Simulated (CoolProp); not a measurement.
Vapour-liquid equilibrium of n-hexane (1) + toluene (2) at 320.5 K; x and y are mole fractions of (1).

Values from CoolProp's multi-fluid Helmholtz-energy mixture model, Thol 2019 and Lemmon 2006; pair parameters Bell 2016.

```json
[
 {"x": "0.05", "bubble pressure, mixture model (kPa)": "14.19", "bubble pressure, Raoult's law (kPa)": "12.87", "y, mixture model": "0.263", "y, Raoult's law": "0.191"},
 {"x": "0.125", "bubble pressure, mixture model (kPa)": "18.41", "bubble pressure, Raoult's law (kPa)": "15.73", "y, mixture model": "0.472", "y, Raoult's law": "0.390"},
 {"x": "0.2", "bubble pressure, mixture model (kPa)": "22.06", "bubble pressure, Raoult's law (kPa)": "18.60", "y, mixture model": "0.590", "y, Raoult's law": "0.528"},
 {"x": "0.275", "bubble pressure, mixture model (kPa)": "25.27", "bubble pressure, Raoult's law (kPa)": "21.46", "y, mixture model": "0.669", "y, Raoult's law": "0.630"},
 {"x": "0.35", "bubble pressure, mixture model (kPa)": "28.17", "bubble pressure, Raoult's law (kPa)": "24.32", "y, mixture model": "0.727", "y, Raoult's law": "0.707"},
 {"x": "0.425", "bubble pressure, mixture model (kPa)": "30.84", "bubble pressure, Raoult's law (kPa)": "27.18", "y, mixture model": "0.773", "y, Raoult's law": "0.768"},
 {"x": "0.5", "bubble pressure, mixture model (kPa)": "33.35", "bubble pressure, Raoult's law (kPa)": "30.04", "y, mixture model": "0.811", "y, Raoult's law": "0.818"},
 {"x": "0.575", "bubble pressure, mixture model (kPa)": "35.76", "bubble pressure, Raoult's law (kPa)": "32.91", "y, mixture model": "0.844", "y, Raoult's law": "0.858"},
 {"x": "0.65", "bubble pressure, mixture model (kPa)": "38.10", "bubble pressure, Raoult's law (kPa)": "35.77", "y, mixture model": "0.874", "y, Raoult's law": "0.893"},
 {"x": "0.725", "bubble pressure, mixture model (kPa)": "40.42", "bubble pressure, Raoult's law (kPa)": "38.63", "y, mixture model": "0.903", "y, Raoult's law": "0.922"},
 {"x": "0.8", "bubble pressure, mixture model (kPa)": "42.74", "bubble pressure, Raoult's law (kPa)": "41.49", "y, mixture model": "0.930", "y, Raoult's law": "0.947"},
 {"x": "0.875", "bubble pressure, mixture model (kPa)": "45.10", "bubble pressure, Raoult's law (kPa)": "44.35", "y, mixture model": "0.956", "y, Raoult's law": "0.969"},
 {"x": "0.95", "bubble pressure, mixture model (kPa)": "47.49", "bubble pressure, Raoult's law (kPa)": "47.22", "y, mixture model": "0.982", "y, Raoult's law": "0.988"}
]
```

The largest gap from Raoult's law is +18.6 % in bubble pressure, at x = 0.2. No azeotrope shows between x = 0.05 and 0.95.

Pair parameters are fitted to limited data, so mixtures are less certain than the pure fluids.
